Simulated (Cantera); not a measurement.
A closed system holds: 1 mol SiC, 0.58 mol O2, 16 mol H2, at 1577 °C and 0.133 bar.

These are equilibrium values from Cantera (NASA tables, ideal gas, pure condensed phases), not measurements of a reactor. Candidate condensed phases: C, C6H6, C7H8, C8H18, H2O, Si, SiC, SiO2; 123 gas species. Gases not in the tables: Si2H6 and higher silanes. Equilibrium is a limit: real reactors are often held back by kinetics, nucleation or transport.

### Question
What is the equilibrium state?

### Answer
```
Quantity                                   Result
--------------------------------------  ---------
x(H2)                                       0.931
x(CO)                                      0.0338
x(SiO)                                     0.0338
x(H)                                      0.00142
x(Si)                                     1.82e-5
x(SiH2)                                   1.48e-5
x(H2O)                                    1.17e-5
x(SiH)                                    6.36e-6
x(CH4)                                    6.05e-6
n(SiC(s))                               0.420 mol
gas amount                              17.17 mol
log10 activity of Si(l) (absent)            -0.42
log10 activity of C(graphite) (absent)      -1.10
```
